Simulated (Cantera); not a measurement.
Input (Python, Cantera):

```python
import numpy as np
import cantera as ct

gas = ct.Solution("h2o2.yaml")
gas.TPX = 350, 101325, {'H2': 1, 'O2': 0.676, 'N2': 2.36}
flame = ct.FreeFlame(gas, width=0.04)
flame.set_refine_criteria(ratio=3, slope=0.08, curve=0.16)
flame.transport_model = "mixture-averaged"
flame.solve(loglevel=0, auto=True)
z, T = flame.grid, flame.T
thick = (T[-1] - T[0]) / np.gradient(T, z).max()
show = ['H2', 'O2', 'O', 'H2O2', 'OH', 'H2O']
print(f"laminar burning velocity  {flame.velocity[0] * 100:.3f} cm/s")
print(f"burnt temperature         {T[-1]:.1f} K")
print(f"thermal thickness         {thick * 1e3:.4f} mm")
print(f"grid points               {len(z)}")
z0 = z[flame.heat_release_rate.argmax()]
print(f"{'z/mm':>9s}{'T/K':>9s}{'u/(m/s)':>9s}" + "".join(f"{s:>11s}" for s in show))
rows = []
for k in (-3, -2, -1.5, -1, -0.5, -0.25, 0, 0.25, 0.5, 1, 2, 4, 8):
    zz = z0 + k * thick
    rows.append([k * thick, np.interp(zz, z, T), np.interp(zz, z, flame.velocity),
                 *(np.interp(zz, z, flame.X[gas.species_index(s)]) for s in show)])
    print(f"{rows[-1][0] * 1e3:9.3f}{rows[-1][1]:9.1f}{rows[-1][2]:9.3f}" + "".join(f"{x:11.3e}" for x in rows[-1][3:]))
```

Output:

```
laminar burning velocity  212.264 cm/s
burnt temperature         2165.1 K
thermal thickness         0.3411 mm
grid points               111
     z/mm      T/K  u/(m/s)         H2         O2          O       H2O2         OH        H2O
   -1.023    350.0    2.123  2.478e-01  1.675e-01  3.240e-12  2.472e-12  1.067e-14  4.340e-10
   -0.682    350.0    2.123  2.477e-01  1.675e-01  8.827e-11  1.138e-10  3.463e-13  1.693e-08
   -0.512    350.1    2.122  2.474e-01  1.676e-01  1.373e-09  3.178e-09  1.694e-11  3.960e-07
   -0.341    350.7    2.122  2.457e-01  1.679e-01  1.962e-08  8.444e-08  2.773e-09  8.689e-06
   -0.171    389.2    2.304  2.268e-01  1.713e-01  2.266e-06  2.192e-05  1.513e-05  1.724e-03
   -0.085    688.3    3.925  1.790e-01  1.658e-01  1.868e-04  8.395e-05  9.085e-04  3.026e-02
    0.000   1120.8    6.223  1.074e-01  1.341e-01  2.943e-03  1.722e-05  2.313e-03  1.043e-01
    0.085   1424.0    7.843  4.870e-02  8.953e-02  8.283e-03  5.257e-06  6.753e-03  1.816e-01
    0.171   1592.8    8.740  2.593e-02  6.762e-02  1.053e-02  2.836e-06  1.043e-02  2.168e-01
    0.341   1761.3    9.598  1.778e-02  5.838e-02  9.500e-03  1.355e-06  1.306e-02  2.346e-01
    0.682   1911.1   10.328  1.333e-02  5.481e-02  6.643e-03  7.045e-07  1.350e-02  2.469e-01
    1.364   2028.6   10.882  8.424e-03  5.259e-02  3.903e-03  4.234e-07  1.203e-02  2.583e-01
    2.728   2106.1   11.238  4.393e-03  5.160e-02  1.950e-03  2.791e-07  9.329e-03  2.669e-01
```

Computed with Cantera and the H2/O2 subset of GRI-Mech 3.0, which has no nitrogen chemistry. Burning velocities carry a grid error of a few per cent, more on coarse grids.
